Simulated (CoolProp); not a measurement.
Vapour-liquid equilibrium of ethanol (1) + n-decane (2) at 413.2 K; x and y are mole fractions of (1).

The numbers come from the multi-fluid Helmholtz-energy mixture model, Schroeder 2014 and Lemmon 2006; pair parameters Bell 2016 in CoolProp.

Q: Give the bubble pressure and the first vapour's composition at x = 0.125, 0.5, 0.725. Is there an azeotrope?

A: x = 0.125: 332.2 kPa, y = 0.879; x = 0.5: 561.5 kPa, y = 0.933; x = 0.725: 624.0 kPa, y = 0.948. No azeotrope shows between x = 0.05 and 0.95.

The pair parameters rest on a limited set of measurements; away from them the model extrapolates. With so large a gap from Raoult's law the liquid may split in two, which this calculation doesn't test in full.
